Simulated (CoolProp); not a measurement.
Ethylene at several states: fugacity coefficient from the reference equation and from simpler models built on Tc = 282.4 K, pc = 5042 kPa, ω = 0.087; each cubic takes its own stable root.

The numbers come from the reference Helmholtz-energy equation of state, Smukala 2000 in CoolProp.

| T (K) | p (kPa) | phase | reference |
|---|---|---|---|
| 133.8 | 6230 | liquid | 0.001352 |
| 135.7 | 13600 | liquid | 0.001000 |
| 262.5 | 19.2 | gas | 0.9984 |
| 150.3 | 3080 | liquid | 0.01007 |
| 432 | 28.8 | gas | 0.9995 |
| 317.5 | 21.3 | gas | 0.9990 |

Task: How far does each simpler model (Soave-Redlich-Kwong, Peng-Robinson) lie from the reference over these 6 states: mean and median of the absolute difference, and the worst?

Result: 
- Soave-Redlich-Kwong: mean 0.3 %, median 0.2 %, worst -0.7 % at 150.3 K and 3080 kPa
- Peng-Robinson: mean 2.1 %, median 1.6 %, worst +6.1 % at 133.8 K and 6230 kPa
